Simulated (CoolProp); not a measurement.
Values from CoolProp's reference Helmholtz-energy equation of state, de Reuck 1990.

Question: For fluorine, give the phase and the density (kg/m³), speed of sound (m/s), Joule-Thomson coefficient (K/MPa), expansivity (1/kK) at 137.5 K and 5.54 MPa.

Answer: 
- 137.5 K and 5.54 MPa: liquid; density 1020, speed of sound 353, Joule-Thomson coefficient 0.622, expansivity 18.7
